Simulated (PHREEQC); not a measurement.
A solution holds 0.082 mol/kgw H2SO4, 0.0031 mol/kgw Al2(SO4)3 and 0.16 mol/kgw MgSO4, at 20 °C. Closed to the air; pH follows from the charge balance.

The numbers come from PHREEQC with the ion-association model, phreeqc.dat.

```json
{
 "pH": "1.29",
 "ionic_strength": "0.395 mol/kgw",
 "activity_of_water": "0.993",
 "specific_conductance": "28000 µS/cm",
 "density": "1.023 g/cm³",
 "total_alkalinity": "-164 meq/kg"
}
```

| species | molality | activity | log γ |
|---|---|---|---|
| HSO4- | 0.0976 | 0.0715 | -0.135 |
| Mg+2 | 0.0838 | 0.0255 | -0.517 |
| MgSO4 | 0.0762 | 0.0835 | 0.039 |
| SO4-2 | 0.0699 | 0.0159 | -0.642 |
| H+ | 0.0663 | 0.0513 | -0.111 |
| AlSO4+ | 0.00376 | 0.00257 | -0.165 |
| Al(SO4)2- | 0.00185 | 0.00127 | -0.165 |
| Al+3 | 0.000548 | 5.45e-5 | -1.002 |

Precipitation was switched off in this run. Complexes and solids missing from the database can't appear.
